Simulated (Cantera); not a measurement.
What does this Cantera script print?

```python
import numpy as np
import cantera as ct

gas_names = """
    B BH BH2 BH3 BN BO BO2 B2 B2O B2O2 B2O3 B3O3H3 H HBO HBO2 HNO HNO2 HNO3 HO2 H2 H2O H2O2 H3B3O6 N NH
    NH2 NH3 NH2OH NO NO2 NO3 N2 N2H2 N2H4 N2O O OH O2 O3
""".split()
cond_names = """
    B(b) B(L) BN(s) B2O3(L) B3O3H3(cr) H2O(s) H2O(L)
""".split()


# ... load() reads the species with a 1 bar reference pressure and builds the phases ...
atoms = {
    'borazine': {'B': 3, 'N': 3, 'H': 6},
    'O2': {'O': 2},
    'H2O': {'H': 2, 'O': 1},
}
top_T = {'BN(s)': 3200}  # K; cautious upper limits of use, not melting points


# ... equilibrate(T, P, feed) seeds the gas with the atoms and calls Mixture.equilibrate('TP', solver="vcs", rtol=1e-11, max_steps=5000) ...
results = []
feed = {'borazine': 1, 'O2': 0.22, 'H2O': 1.1}  # mol
P = 7200  # Pa
for T in [1373, 1473, 1573, 1673, 1773, 1873, 1973, 2073, 2173]:
    mix = equilibrate(T, P, feed)
    results.append((T, P, feed, dict(zip(mix.species_names, mix.species_moles))))

top = {s: max(r[3][s] / sum(r[3][g] for g in gas_names) for r in results) for s in gas_names}
cols = sorted((s for s in top if top[s] > 1e-05), key=lambda s: -top[s])[:8]
seen = [c for c in cond_names if any(r[3].get(c, 0) > 1e-12 for r in results)]
print("log10 of partial pressures in bar; condensed amounts in mol")
print(f"{'T/K':>10s}" + "".join(f"{s[:9]:>10s}" for s in cols + seen))
for T, P, feed, n in results:
    ng = sum(n[g] for g in gas_names)
    print(f"{T:10.4g}" + "".join(f"{np.log10(max(n[s] / ng * P / 1e5, 1e-99)):10.3f}" for s in cols)
          + "".join(f"{n.get(c, 0):10.4g}" for c in seen))
```

Output:

```
log10 of partial pressures in bar; condensed amounts in mol
       T/K        H2        N2       HBO      B2O2      B2O3        BO      HBO2         H     BN(s)   B2O3(L)
      1373    -1.195    -2.099    -4.995    -7.759    -5.902    -8.373    -4.142    -6.075     1.979    0.5077
      1473    -1.196    -2.100    -4.254    -6.408    -4.908    -7.121    -3.721    -5.496      1.98    0.5011
      1573    -1.199    -2.102    -3.612    -5.234    -4.047    -6.031    -3.360    -4.990     1.981    0.4812
      1673    -1.210    -2.106    -3.053    -4.205    -3.294    -5.076    -3.049    -4.548     1.974    0.4169
      1773    -1.245    -2.111    -2.571    -3.295    -2.631    -4.230    -2.790    -4.168     1.927    0.1875
      1873    -1.282    -2.090    -2.300    -2.796    -2.494    -3.633    -2.861    -3.831     1.802         0
      1973    -1.301    -2.057    -2.163    -2.573    -2.702    -3.210    -3.136    -3.520     1.668         0
      2073    -1.319    -2.034    -2.088    -2.468    -3.036    -2.876    -3.483    -3.239     1.558         0
      2173    -1.333    -2.025    -2.062    -2.460    -3.474    -2.618    -3.889    -2.983     1.494         0
```

Cantera equilibrium calculation (NASA polynomials, part measured and part estimated; ideal gas, pure solids and liquids). The feed counts by its element totals alone. Mutual solubility and eutectic melting of coexisting phases are not modelled. The tables' values for BH2 are old estimates; treat these amounts as uncertain. Gases not in the tables: H3BO3.
